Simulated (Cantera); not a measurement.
Charge: 1 mol SiH4, 28 mol O2, 0.91 mol H2, at 0.00130 bar.

Method: chemical equilibrium by Gibbs-energy minimisation in Cantera with the NASA 1993 tables (ideal gas, pure condensed phases). Candidate condensed phases: H2O, Si, SiO2; 18 gas species. The tables hold silica as quartz up to 1696 K and as liquid above; real silica turns to tridymite and cristobalite and melts near 1996 K. Kinetics and transport are ignored.

Task: Which condensed phases are stable at each of these points (T (K)): 650, 750, 850, 950, 1050, 1150, 1250, 1350, 1450, 1550, 1650, 1750, 1850, 1950?

Result: 
| T (K) | condensed phases | Si condensed (%) |
|---|---|---|
| 650 | SiO2(α-quartz) | 100.0 |
| 750 | SiO2(α-quartz) | 100.0 |
| 850 | SiO2(β-quartz) | 100.0 |
| 950 | SiO2(β-quartz) | 100.0 |
| 1050 | SiO2(β-quartz) | 100.0 |
| 1150 | SiO2(β-quartz) | 100.0 |
| 1250 | SiO2(β-quartz) | 100.0 |
| 1350 | SiO2(β-quartz) | 100.0 |
| 1450 | SiO2(β-quartz) | 100.0 |
| 1550 | SiO2(β-quartz) | 100.0 |
| 1650 | SiO2(β-quartz) | 100.0 |
| 1750 | SiO2(condensed) | 100.0 |
| 1850 | SiO2(condensed) | 99.9 |
| 1950 | SiO2(condensed) | 99.4 |

From 650 K to 750 K the condensed part is SiO2(α-quartz). From 850 K to 1650 K the condensed part is SiO2(β-quartz). From 1750 K to 1950 K the condensed part is SiO2(condensed).
